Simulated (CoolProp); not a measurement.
Properties of cyclopentane at several states.

Values from CoolProp's reference Helmholtz-energy equation of state, Gedanitz 2015.

```tsv
T (K)	p (kPa)	phase	cp (kJ/(kg K))	speed of sound (m/s)	isothermal compressibility (1/MPa)	expansivity (1/kK)	conductivity (mW/(m K))	fugacity coefficient
493.2	57.8	gas	2.129	247.7	17.39	2.061	34.5	0.9950
546.6	47.8	gas	2.350	260.6	20.98	1.848	42.2	0.9970
335.9	5730	liquid	1.986	1060	0.001745	1.432	116	0.03144
```

Thermal conductivity comes from a separate model (Vassiliou 2015).
